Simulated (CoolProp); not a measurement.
Properties of 1,2-dichloroethane along the isotherm 500 K (Tc = 561.6 K, pc = 5.226 MPa, ω = 0.269).

The numbers come from the reference Helmholtz-energy equation of state, Thol 2015 in CoolProp.

```json
[
 {"p (MPa)": "0.261", "phase": "gas", "density (kg/m³)": "6.378", "cv (kJ/(kg K))": "0.9593", "Joule-Thomson coefficient (K/MPa)": "?", "isothermal compressibility (1/MPa)": "3.935", "expansivity (1/kK)": "2.176"},
 {"p (MPa)": "0.523", "phase": "gas", "density (kg/m³)": "?", "cv (kJ/(kg K))": "?", "Joule-Thomson coefficient (K/MPa)": "13.61", "isothermal compressibility (1/MPa)": "2.024", "expansivity (1/kK)": "2.384"},
 {"p (MPa)": "0.784", "phase": "gas", "density (kg/m³)": "20.31", "cv (kJ/(kg K))": "0.9707", "Joule-Thomson coefficient (K/MPa)": "14.17", "isothermal compressibility (1/MPa)": "1.397", "expansivity (1/kK)": "2.629"},
 {"p (MPa)": "1.05", "phase": "gas", "density (kg/m³)": "28.14", "cv (kJ/(kg K))": "0.9774", "Joule-Thomson coefficient (K/MPa)": "14.82", "isothermal compressibility (1/MPa)": "?", "expansivity (1/kK)": "?"},
 {"p (MPa)": "1.31", "phase": "gas", "density (kg/m³)": "36.41", "cv (kJ/(kg K))": "?", "Joule-Thomson coefficient (K/MPa)": "15.57", "isothermal compressibility (1/MPa)": "0.9107", "expansivity (1/kK)": "3.303"},
 {"p (MPa)": "1.57", "phase": "gas", "density (kg/m³)": "45.44", "cv (kJ/(kg K))": "0.9926", "Joule-Thomson coefficient (K/MPa)": "16.46", "isothermal compressibility (1/MPa)": "0.8028", "expansivity (1/kK)": "3.778"},
 {"p (MPa)": "1.83", "phase": "gas", "density (kg/m³)": "55.47", "cv (kJ/(kg K))": "1.002", "Joule-Thomson coefficient (K/MPa)": "17.56", "isothermal compressibility (1/MPa)": "0.7372", "expansivity (1/kK)": "4.416"},
 {"p (MPa)": "2.09", "phase": "gas", "density (kg/m³)": "66.86", "cv (kJ/(kg K))": "1.013", "Joule-Thomson coefficient (K/MPa)": "18.96", "isothermal compressibility (1/MPa)": "0.7052", "expansivity (1/kK)": "5.331"},
 {"p (MPa)": "2.35", "phase": "liquid", "density (kg/m³)": "868.2", "cv (kJ/(kg K))": "1.061", "Joule-Thomson coefficient (K/MPa)": "0.5046", "isothermal compressibility (1/MPa)": "?", "expansivity (1/kK)": "3.516"},
 {"p (MPa)": "2.61", "phase": "liquid", "density (kg/m³)": "870.6", "cv (kJ/(kg K))": "?", "Joule-Thomson coefficient (K/MPa)": "0.4809", "isothermal compressibility (1/MPa)": "0.01030", "expansivity (1/kK)": "3.440"}
]
```

### Question
Some entries are withheld; supply them.

### Answer

- 0.261, Joule-Thomson coefficient (K/MPa): 13.12
- 0.523, density (kg/m³): 13.15
- 0.523, cv (kJ/(kg K)): 0.9648
- 1.05, isothermal compressibility (1/MPa): 1.085
- 1.05, expansivity (1/kK): 2.933
- 1.31, cv (kJ/(kg K)): 0.9845
- 2.35, isothermal compressibility (1/MPa): 0.01065
- 2.61, cv (kJ/(kg K)): 1.060
